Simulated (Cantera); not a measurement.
An isothermal, constant-pressure homogeneous reactor starts with 5.40 % NH3, 91.8 % H2, 2.76 % N2, at 1850 K and 20.0 Torr.

Cantera simulation using the gas-phase N/H chemistry of the illustrative SiF4/NH3 mechanism in the Surface Chemkin manual (1991); the numbers are that mechanism's predictions, not measurements. Walls and surfaces, which speed up NH3 decomposition in real reactors, are not modelled.

One state of this run: x NH3 = 0.0389; x H2 = 0.926; x NH = 2.57e-6; x N2H4 = 2.93e-10; x N2 = 0.0343. x: mole fraction; the columns are a selection and need not sum to one.

Problem. Which value of t (s) does it belong to?
A) 0.162
B) 2.36
C) 0.00291
D) 0.000763

Solution. B, 2.36
